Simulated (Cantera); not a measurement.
Input: 1 mol SiCl4, 0.41 mol O2, 42 mol H2, held at 0.000970 bar.

Equilibrium computed with Cantera from the NASA thermochemical tables; the gas is ideal and each condensed phase is pure. Candidate condensed phases: H2O, Si, SiO2; 30 gas species. Mutual solubility and eutectic melting of coexisting phases are not modelled. The tables hold silica as quartz up to 1696 K and as liquid above; real silica turns to tridymite and cristobalite and melts near 1996 K. The numbers say what is thermodynamically allowed, not how fast it happens.

Q: Which condensed phases are stable at each of these points (T (°C)): 675, 700, 725, 750, 775, 800, 825, 850, 875, 900?

A: 
```
T (°C)        condensed phases  Si condensed (%)
------  ----------------------  ----------------
675             SiO2(β-quartz)              41.0
700             SiO2(β-quartz)              41.0
725             SiO2(β-quartz)              41.0
750             SiO2(β-quartz)              41.0
775             SiO2(β-quartz)              41.0
800     Si(s) + SiO2(β-quartz)              43.3
825     Si(s) + SiO2(β-quartz)              45.4
850     Si(s) + SiO2(β-quartz)              46.5
875     Si(s) + SiO2(β-quartz)              46.8
900     Si(s) + SiO2(β-quartz)              46.2
```

From 675 °C to 775 °C the condensed part is SiO2(β-quartz). From 800 °C to 900 °C the condensed part is Si(s) + SiO2(β-quartz).
